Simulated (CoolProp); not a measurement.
The numbers come from the reference Helmholtz-energy equation of state, Thol 2016 in CoolProp.

Task: For R1234ze(E), give the phase and the cp (kJ/(kg K)), expansivity (1/kK), conductivity (mW/(m K)), fugacity coefficient at 420 K and 11.5 bar; 420 K and 57.7 bar; 420 K and 80.8 bar.

Result: 
- 420 K and 11.5 bar: gas; cp 1.11, expansivity 3.22, conductivity 24.5, fugacity coefficient 0.921
- 420 K and 57.7 bar: supercritical; cp 2.36, expansivity 20.7, conductivity 41.6, fugacity coefficient 0.634
- 420 K and 80.8 bar: supercritical; cp 2.08, expansivity 12.3, conductivity 49.9, fugacity coefficient 0.522

Thermal conductivity comes from a separate model (Perkins 2011).
